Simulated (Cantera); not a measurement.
A closed system holds: 1 mol Nb₂O₅, 210 mol H₂, held at 1025 °C and 1 atm.

Cantera equilibrium calculation (NASA polynomials, part measured and part estimated; ideal gas, pure solids and liquids). Candidate condensed phases: H₂O, Nb, NbO, NbO₂, Nb₂O₅; 12 gas species. Condensed phases not in the tables: the oxides between NbO₂ and Nb₂O₅. The numbers say what is thermodynamically allowed, not how fast it happens.

Task: What is the equilibrium state?

Result: 
```json
{
  "x(H₂)": "0.995",
  "x(H₂O)": "0.00476",
  "x(H)": "1.06e-6",
  "n(NbO₂(s))": "2.00 mol",
  "gas_amount": "210.0 mol",
  "log10 activity of Nb(s) (absent)": "-3.88"
}
```
